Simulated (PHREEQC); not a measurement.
**Alkaline etch or developer (model solution)**

Solution (25 °C): 20 mmol/kgw LiOH, 0.028 mmol/kgw CO2 and 180 mmol/kgw Na2CO3. Closed to the air; pH follows from the charge balance.

Equilibrium calculation in PHREEQC: ion-association model, phreeqc.dat.

Each row changes one thing in this solution. This is a speciation only: nothing precipitates in the calculation.

| case | pH | ionic strength (mol/kgw) | Na+ (mol/kgw) | NaCO3- (mol/kgw) | CO3-2 (mol/kgw) | HCO3- (mol/kgw) |
|---|---|---|---|---|---|---|
| as made | 12.13 | 0.362 | 0.261 | 0.0989 | 0.0806 | 0.000460 |
| LiOH from 0.02 to 0.018 mol/kgw | 12.08 | 0.359 | 0.261 | 0.0990 | 0.0805 | 0.000508 |
| Na2CO3 replaced by NaHCO3 at the same molality | 8.79 | 0.193 | 0.163 | 0.00993 | 0.0104 | 0.152 |
| diluted 100-fold with water | 10.74 | 0.00506 | 0.00353 | 6.50e-5 | 0.00133 | 0.000407 |
| LiOH from 0.02 to 0.004 mol/kgw | 11.57 | 0.344 | 0.261 | 0.0990 | 0.0793 | 0.00163 |
| temperature from 25 to 20 °C | 12.29 | 0.382 | 0.271 | 0.0888 | 0.0908 | 0.000391 |
